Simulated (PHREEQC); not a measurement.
1 kg of water holding 0.012 mol/kgw NaBr, 0.0071 mol/kgw KCl, 0.1 mol/kgw NaCl and 0.00082 mol/kgw CaSO4 is evaporated at 20 °C; the solids stay in contact with the brine. CO2 from the air is kept out. The run lets Arcanite, Glaserite, Glauberite, Gypsum, Anhydrite, Halite, Mirabilite, Misenite, Portlandite, Sylvite, Syngenite, Thenardite precipitate or redissolve, and no other solid.

The series has 28 steps of water left (kg), from 1 to 0.00499.

All values are PHREEQC results (Pitzer model, pitzer.dat), not measurements.

**Question.** Which solids form, in which order, and at which step of the series does each first stand?

**Answer.** Gypsum from water left = 0.01627 kg; Halite from water left = 0.01627 kg.
